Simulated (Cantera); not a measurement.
## SiO₂ + Al₂O₃ + H₂ (silicates and aluminates)

Input: 1 mol SiO₂, 0.15 mol Al₂O₃, 16 mol H₂, at 0.000200 bar.

Cantera equilibrium calculation (NASA polynomials, part measured and part estimated; ideal gas, pure solids and liquids). Candidate condensed phases: Al, Al₂O₃, Al₂SiO₅, Al₆Si₂O₁₃, H₂O, Si, SiO₂; 28 gas species. Mutual solubility and eutectic melting of coexisting phases are not modelled. The tables' values for AlOH, SiO₂ are old estimates; treat these amounts as uncertain. The tables hold silica as quartz up to 1696 K and as liquid above; real silica turns to tridymite and cristobalite and melts near 1996 K. Condensed phases not in the tables: alloys, solid solutions and most ternary compounds. Rates play no part.

```json
[
 {"T (K)": "950", "x H₂": "1.00", "x H": "3.93e-8", "x SiO": "8.76e-9", "x H₂O": "8.76e-9", "n Al₂SiO₅(andalusite)": "0.150", "n SiO₂(β-quartz)": "0.850", "n Al₆Si₂O₁₃(mullite)": "0", "n Al₂O₃(s)": "0"},
 {"T (K)": "1050", "x H₂": "1.000", "x H": "5.74e-7", "x SiO": "2.44e-7", "x H₂O": "2.44e-7", "n Al₂SiO₅(andalusite)": "0.150", "n SiO₂(β-quartz)": "0.850", "n Al₆Si₂O₁₃(mullite)": "0", "n Al₂O₃(s)": "0"},
 {"T (K)": "1150", "x H₂": "1.000", "x H": "5.28e-6", "x SiO": "3.78e-6", "x H₂O": "3.78e-6", "n Al₂SiO₅(andalusite)": "0.150", "n SiO₂(β-quartz)": "0.850", "n Al₆Si₂O₁₃(mullite)": "0", "n Al₂O₃(s)": "0"},
 {"T (K)": "1250", "x H₂": "1.000", "x H": "3.42e-5", "x SiO": "3.73e-5", "x H₂O": "3.73e-5", "n Al₂SiO₅(andalusite)": "0.150", "n SiO₂(β-quartz)": "0.849", "n Al₆Si₂O₁₃(mullite)": "0", "n Al₂O₃(s)": "0"},
 {"T (K)": "1350", "x H₂": "0.999", "x H": "0.000168", "x SiO": "0.000261", "x H₂O": "0.000261", "n Al₂SiO₅(andalusite)": "0", "n SiO₂(β-quartz)": "0.896", "n Al₆Si₂O₁₃(mullite)": "0.0500", "n Al₂O₃(s)": "0"},
 {"T (K)": "1450", "x H₂": "0.997", "x H": "0.000668", "x SiO": "0.00138", "x H₂O": "0.00138", "n Al₂SiO₅(andalusite)": "0", "n SiO₂(β-quartz)": "0.878", "n Al₆Si₂O₁₃(mullite)": "0.0500", "n Al₂O₃(s)": "0"},
 {"T (K)": "1550", "x H₂": "0.986", "x H": "0.00221", "x SiO": "0.00585", "x H₂O": "0.00585", "n Al₂SiO₅(andalusite)": "0", "n SiO₂(β-quartz)": "0.806", "n Al₆Si₂O₁₃(mullite)": "0.0500", "n Al₂O₃(s)": "0"},
 {"T (K)": "1650", "x H₂": "0.953", "x H": "0.00627", "x SiO": "0.0204", "x H₂O": "0.0204", "n Al₂SiO₅(andalusite)": "0", "n SiO₂(β-quartz)": "0.565", "n Al₆Si₂O₁₃(mullite)": "0.0500", "n Al₂O₃(s)": "0"},
 {"T (K)": "1750", "x H₂": "0.879", "x H": "0.0154", "x SiO": "0.0528", "x H₂O": "0.0528", "n Al₂SiO₅(andalusite)": "0", "n SiO₂(β-quartz)": "0", "n Al₆Si₂O₁₃(mullite)": "0.0500", "n Al₂O₃(s)": "0"},
 {"T (K)": "1850", "x H₂": "0.849", "x H": "0.0351", "x SiO": "0.0578", "x H₂O": "0.0576", "n Al₂SiO₅(andalusite)": "0", "n SiO₂(β-quartz)": "0", "n Al₆Si₂O₁₃(mullite)": "0", "n Al₂O₃(s)": "0.150"},
 {"T (K)": "1950", "x H₂": "0.814", "x H": "0.0731", "x SiO": "0.0566", "x H₂O": "0.0562", "n Al₂SiO₅(andalusite)": "0", "n SiO₂(β-quartz)": "0", "n Al₆Si₂O₁₃(mullite)": "0", "n Al₂O₃(s)": "0.150"},
 {"T (K)": "2050", "x H₂": "0.751", "x H": "0.139", "x SiO": "0.0547", "x H₂O": "0.0535", "n Al₂SiO₅(andalusite)": "0", "n SiO₂(β-quartz)": "0", "n Al₆Si₂O₁₃(mullite)": "0", "n Al₂O₃(s)": "0.149"},
 {"T (K)": "2150", "x H₂": "0.655", "x H": "0.241", "x SiO": "0.0516", "x H₂O": "0.0490", "n Al₂SiO₅(andalusite)": "0", "n SiO₂(β-quartz)": "0", "n Al₆Si₂O₁₃(mullite)": "0", "n Al₂O₃(s)": "0.145"}
]
```
x: gas mole fraction; n: condensed amount in mol.

From 950 K to 1250 K the condensed part is Al₂SiO₅(andalusite) + SiO₂(β-quartz). From 1350 K to 1650 K the condensed part is Al₆Si₂O₁₃(mullite) + SiO₂(β-quartz). At 1750 K the condensed part is Al₆Si₂O₁₃(mullite). From 1850 K to 2150 K the condensed part is Al₂O₃(s).
